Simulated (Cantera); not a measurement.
A Cantera script and its output.

```python
import numpy as np
import cantera as ct

gas = ct.Solution("h2o2.yaml")
gas.TPX = 700, 1000000, {'H2': 1, 'O2': 0.526, 'N2': 1.95}
flame = ct.FreeFlame(gas, width=0.008)
flame.set_refine_criteria(ratio=3, slope=0.08, curve=0.16)
flame.transport_model = "mixture-averaged"
flame.solve(loglevel=0, auto=True)
z, T = flame.grid, flame.T
thick = (T[-1] - T[0]) / np.gradient(T, z).max()
show = ['H2', 'O2', 'HO2', 'H2O', 'H', 'O']
print(f"laminar burning velocity  {flame.velocity[0] * 100:.3f} cm/s")
print(f"burnt temperature         {T[-1]:.1f} K")
print(f"thermal thickness         {thick * 1e3:.4f} mm")
print(f"grid points               {len(z)}")
z0 = z[flame.heat_release_rate.argmax()]
print(f"{'z/mm':>9s}{'T/K':>9s}{'u/(m/s)':>9s}" + "".join(f"{s:>11s}" for s in show))
rows = []
for k in (-3, -2, -1.5, -1, -0.5, -0.25, 0, 0.25, 0.5, 1, 2, 4, 8):
    zz = z0 + k * thick
    rows.append([k * thick, np.interp(zz, z, T), np.interp(zz, z, flame.velocity),
                 *(np.interp(zz, z, flame.X[gas.species_index(s)]) for s in show)])
    print(f"{rows[-1][0] * 1e3:9.3f}{rows[-1][1]:9.1f}{rows[-1][2]:9.3f}" + "".join(f"{x:11.3e}" for x in rows[-1][3:]))
```

It prints:

```
laminar burning velocity  818.728 cm/s
burnt temperature         2646.6 K
thermal thickness         0.0264 mm
grid points               105
     z/mm      T/K  u/(m/s)         H2         O2        HO2        H2O          H          O
   -0.079    700.0    8.187  2.877e-01  1.513e-01  1.030e-10  1.265e-09  4.012e-15  5.891e-14
   -0.053    700.0    8.186  2.876e-01  1.513e-01  1.440e-08  1.129e-07  3.124e-12  4.489e-11
   -0.040    700.1    8.184  2.873e-01  1.514e-01  1.504e-07  9.793e-07  6.347e-11  7.951e-10
   -0.026    700.9    8.177  2.857e-01  1.518e-01  4.026e-06  1.906e-05  7.746e-09  3.601e-08
   -0.013    749.3    8.552  2.668e-01  1.540e-01  6.416e-04  2.835e-03  6.680e-05  1.355e-05
   -0.007   1027.2   11.296  2.195e-01  1.464e-01  1.163e-03  3.299e-02  2.515e-03  4.161e-04
    0.000   1498.1   15.978  1.403e-01  1.092e-01  6.104e-04  1.161e-01  1.393e-02  3.294e-03
    0.007   1845.7   19.444  7.601e-02  6.318e-02  2.841e-04  1.983e-01  2.365e-02  6.780e-03
    0.013   2037.2   21.325  4.879e-02  3.983e-02  1.438e-04  2.374e-01  2.368e-02  7.989e-03
    0.026   2228.8   23.125  3.512e-02  2.696e-02  6.809e-05  2.623e-01  1.710e-02  6.989e-03
    0.053   2394.7   24.600  2.756e-02  2.147e-02  3.470e-05  2.797e-01  9.792e-03  4.526e-03
    0.106   2519.1   25.660  2.028e-02  1.768e-02  1.847e-05  2.946e-01  5.064e-03  2.634e-03
    0.211   2597.2   26.305  1.443e-02  1.509e-02  1.143e-05  3.053e-01  2.685e-03  1.603e-03
```

Cantera simulation using the H2/O2 subset of GRI-Mech 3.0, which has no nitrogen chemistry; the numbers are that mechanism's predictions, not measurements. The hydrogen kinetics of GRI-Mech 3.0 are dated; newer H2 mechanisms differ, most at raised pressure. Burning velocities carry a grid error of a few per cent, more on coarse grids.
